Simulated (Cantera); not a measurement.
Input: 1 mol V2O5, 750 mol H2, equilibrated at 0.133 bar.

Equilibrium computed with Cantera from the NASA thermochemical tables; the gas is ideal and each condensed phase is pure. Candidate condensed phases: H2O, V, VO, V2O3, V2O4, V2O5; 12 gas species. VO: taken at fixed stoichiometry. Equilibrium is a limit: real reactors are often held back by kinetics, nucleation or transport. All values below are at 1648 K.

Base state: H2 0.996, H2O 0.00400, H 0.000243 (mole fractions); condensed: VO(s).

What changes in the equilibrium state with this change: H2 from 750 to 0.71 mol?


| species | before | after |
|---|---|---|
| H2O | 0.00400 | 0.829 |
| O2 | <1e-9 | 0.169 |
| OH | 4.39e-8 | 0.00114 |
| H2 | 0.996 | 6.34e-5 |
| VO2 | 6.64e-8 | 1.76e-5 |
| O | <1e-9 | 2.85e-5 |
| H | 0.000243 | 1.94e-6 |
| VO(s), mol | 2.00 | 0 |
| V2O4(s), mol | 0 | 1.000 |
Condensed phases not in the tables: the oxides between V2O3 and V2O5 other than VO2.
